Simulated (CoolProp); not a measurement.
CF4 (R14) along the isobar 4.48 MPa: fugacity coefficient from the reference equation and from simpler models built on Tc = 227.4 K, pc = 3.762 MPa, ω = 0.178; each cubic takes its own stable root.

Computed with CoolProp (reference Helmholtz-energy equation of state, Platzer 1990). This equation is an older, rougher fit; its heat capacities, sound speeds and derivatives of the liquid may be far off and weren't checked against measurements.

```csv
T (K),phase,reference,van der Waals,Redlich-Kwong,Soave-Redlich-Kwong,Peng-Robinson
160.1,liquid,0.06526,(withheld),0.08527,0.06597,0.06415
193.5,liquid,0.2563,0.3881,0.2901,0.2619,(withheld)
227,liquid,0.5751,0.6131,(withheld),0.5812,0.5588
260.4,supercritical,(withheld),0.7516,0.7459,0.7608,(withheld)
293.8,supercritical,0.8400,0.8207,0.8258,0.8482,0.8221
327.2,supercritical,0.8939,(withheld),(withheld),0.9037,0.8793
360.6,supercritical,0.9310,0.8990,0.9120,0.9408,(withheld)
394.1,supercritical,0.9576,0.9227,0.9366,0.9662,0.9458
427.5,supercritical,0.9770,0.9405,0.9544,0.9839,0.9653
460.9,supercritical,0.9914,0.9541,0.9675,0.9964,0.9795
```

Fill in the missing entries.


- 160.1, van der Waals: 0.1898
- 193.5, Peng-Robinson: 0.2518
- 227, Redlich-Kwong: 0.5816
- 260.4, reference: 0.7563
- 260.4, Peng-Robinson: 0.7341
- 327.2, van der Waals: 0.8666
- 327.2, Redlich-Kwong: 0.8771
- 360.6, Peng-Robinson: 0.9183
